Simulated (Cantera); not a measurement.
Charge: 1 mol Si3N4, 0.056 mol N2O, 87 mol H2, 0.19 mol CO2, equilibrated at 98.0 Pa.

These are equilibrium values from Cantera (NASA tables, ideal gas, pure condensed phases), not measurements of a reactor. Candidate condensed phases: C, C6H6, C7H8, C8H18, H2O, Si, SiC, SiO2, Si2N2O, Si3N4; 151 gas species. Mutual solubility and eutectic melting of coexisting phases are not modelled. Equilibrium is a limit: real reactors are often held back by kinetics, nucleation or transport.

### Question
At 1248 K, list the 3 most abundant gas species with their mole fractions, and the condensed phases.

### Answer
H2 0.996, N2 0.00376, H 1.49e-5. Condensed: SiC(s) + Si2N2O(s) + Si3N4(s).
